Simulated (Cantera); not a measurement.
# Titanium nitride, carbide and oxide coatings: Ti(OiPr)4 + H2

A closed system holds: 1 mol Ti(OiPr)4, a varied amount of H2, equilibrated at 3600 Pa.

Method: chemical equilibrium by Gibbs-energy minimisation in Cantera with the NASA 1993 tables (ideal gas, pure condensed phases). Candidate condensed phases: C, C6H6, C7H8, C8H18, H2O, Ti, TiC, TiO, TiO2, Ti2O3, Ti3O5, Ti4O7; 113 gas species. The feed counts by its element totals alone. Mutual solubility and eutectic melting of coexisting phases are not modelled. TiC: taken at fixed stoichiometry. Condensed phases not in the tables: Magnéli phases beyond Ti4O7. Kinetics and transport are ignored.

Stable condensed phases:

```
T in K \ n(H2) in mol
          31  42  52  63  74  85  96 110 120 130 140 150
   1898    A   A   A   A   A   A   A   A   A   A   A   A
   1823    A   A   A   A   A   A   A   A   A   A   A   A
   1748    A   A   A   A   A   A   A   A   A   A   A   A
   1673    A   A   A   A   A   A   A   A   A   A   A   A
   1598    A   A   A   A   A   A   A   A   A   A   A   A
   1523    A   A   A   A   A   A   A   A   A   A   A   A
   1448    A   A   A   A   A   A   A   A   A   A   A   A
   1373    A   A   A   A   A   A   A   A   A   A   A   A
   1298    A   A   A   A   A   A   A   A   A   A   A   A
   1223    B   B   A   A   A   A   A   A   A   A   A   A
   1148    C   D   D   D   D   D   D   D   D   D   D   D
```

A: C + TiC; B: C + TiC + Ti3O5; C: C + Ti3O5 + Ti4O7; D: C + Ti3O5.
